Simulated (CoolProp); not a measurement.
Values from CoolProp's reference Helmholtz-energy equation of state, Smukala 2000.

Q: Give the vapour pressure (MPa), liquid density (kg/m³), vapour density (kg/m³), enthalpy of vaporisation (kJ/kg) of saturated ethylene at 186.6 K.

A: 
| T (K) | p (MPa) | liquid density (kg/m³) | vapour density (kg/m³) | enthalpy of vaporisation (kJ/kg) |
|---|---|---|---|---|
| 186.6 | 0.252 | 542 | 4.87 | 456 |
